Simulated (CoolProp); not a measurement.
Vapour pressure (kPa) of R141b: the reference equation beside estimates from Tc = 204.4 °C, pc = 4212 kPa, ω = 0.220. Clausius-Clapeyron is anchored at 111.05 °C with a constant enthalpy of vaporisation of 20.72 kJ/mol.

Computed with CoolProp (reference Helmholtz-energy equation of state, Lemmon 2006). It is a short technical equation, of lower accuracy than the large ones.

```json
[
 {"T (°C)": "66.15", "reference": "292.7", "Lee-Kesler": "292.9", "Clausius-Clapeyron": "364.5", "van der Waals": "911.0", "Redlich-Kwong": "417.4"},
 {"T (°C)": "77.35", "reference": "394.1", "Lee-Kesler": "394.7", "Clausius-Clapeyron": "461.0", "van der Waals": "1071", "Redlich-Kwong": "542.9"},
 {"T (°C)": "88.65", "reference": "521.2", "Lee-Kesler": "522.2", "Clausius-Clapeyron": "575.6", "van der Waals": "1250", "Redlich-Kwong": "694.6"},
 {"T (°C)": "99.85", "reference": "675.0", "Lee-Kesler": "676.4", "Clausius-Clapeyron": "707.9", "van der Waals": "1445", "Redlich-Kwong": "872.1"},
 {"T (°C)": "111.05", "reference": "860.2", "Lee-Kesler": "861.7", "Clausius-Clapeyron": "860.2", "van der Waals": "1658", "Redlich-Kwong": "1079"},
 {"T (°C)": "122.35", "reference": "1082", "Lee-Kesler": "1084", "Clausius-Clapeyron": "1035", "van der Waals": "1892", "Redlich-Kwong": "1319"},
 {"T (°C)": "133.55", "reference": "1342", "Lee-Kesler": "1343", "Clausius-Clapeyron": "1232", "van der Waals": "2144", "Redlich-Kwong": "1591"},
 {"T (°C)": "144.85", "reference": "1647", "Lee-Kesler": "1647", "Clausius-Clapeyron": "1453", "van der Waals": "2418", "Redlich-Kwong": "1902"},
 {"T (°C)": "156.05", "reference": "1996", "Lee-Kesler": "1997", "Clausius-Clapeyron": "1698", "van der Waals": "2710", "Redlich-Kwong": "2247"}
]
```

Absolute difference from the reference over all 9 rows, mean and median: Lee-Kesler 0.1 and 0.2 %, Clausius-Clapeyron 10.7 and 10.4 %, van der Waals 105.2 and 92.7 %, Redlich-Kwong 26.3 and 25.4 %.
